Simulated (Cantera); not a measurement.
A perfectly stirred reactor is fed with H₂ : O₂ = 0.34 : 1 (molar parts), at 530 Pa; it is held at 950 K, and followed from long to short residence time.

Computed with Cantera and GRI-Mech 3.0 (53 species, 325 reactions). Radical loss at walls, strong at low pressure, is not modelled. The temperature is held fixed by assumption; the heat of reaction is taken as removed at once.

### Question
What does this change do: H2 0.34 to 0.89 parts?

### Answer
```
quantity                 before     after
---------------------  --------  --------
x(H₂) at τ = 9.20 s    0.000910   0.00193
x(O₂) at τ = 9.20 s       0.709     0.384
x(H₂O) at τ = 9.20 s      0.289     0.612
x(HO₂) at τ = 9.20 s    4.97e-6   7.09e-6
x(H) at τ = 9.20 s     0.000235  0.000486
x(H₂) at τ = 0.110 s     0.0122    0.0269
x(O₂) at τ = 0.110 s      0.696     0.383
x(H₂O) at τ = 0.110 s     0.261     0.541
x(HO₂) at τ = 0.110 s   8.65e-6   9.50e-6
x(H) at τ = 0.110 s      0.0172    0.0356
```
